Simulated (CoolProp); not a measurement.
Properties of o-xylene along the isobar 16000 kPa (Tc = 357.1 °C, pc = 3737 kPa, ω = 0.312).

Computed with CoolProp (reference Helmholtz-energy equation of state, Zhou 2012).

```
T (°C)   phase  density (kg/m³)  cp (kJ/(kg K))  Joule-Thomson coefficient (K/MPa)  Prandtl number
------  ------  ---------------  --------------  ---------------------------------  --------------
107.25  liquid            821.3           2.015                            -0.3782            6.48
123.25  liquid            808.3           2.068                            -0.3588            6.09
139.15  liquid                …           2.122                            -0.3390            5.78
155.15  liquid            781.9           2.176                                  …            5.52
171.05  liquid            768.5           2.229                            -0.2972            5.31
187.05  liquid            754.8           2.282                            -0.2747            5.12
202.95  liquid            740.9           2.335                            -0.2511            4.96
218.95  liquid            726.7           2.387                                  …            4.81
234.85  liquid            712.3           2.439                            -0.1982            4.66
250.85  liquid            697.4           2.490                                  …            4.53
266.75  liquid                …           2.541                            -0.1346            4.39
282.75  liquid            666.4           2.592                           -0.09703            4.24
298.65  liquid            650.3           2.643                           -0.05472            4.09
314.65  liquid            633.6           2.694                          -0.006017            3.92
330.55  liquid            616.3           2.745                            0.04979            3.75
```

Problem. Fill in the missing entries.

Solution. 
- 139.15, density (kg/m³): 795.2
- 155.15, Joule-Thomson coefficient (K/MPa): -0.3184
- 218.95, Joule-Thomson coefficient (K/MPa): -0.2256
- 250.85, Joule-Thomson coefficient (K/MPa): -0.1679
- 266.75, density (kg/m³): 682.2

Viscosity comes from a separate model (Cao 2016). Thermal conductivity comes from a separate model (Mylona 2014).
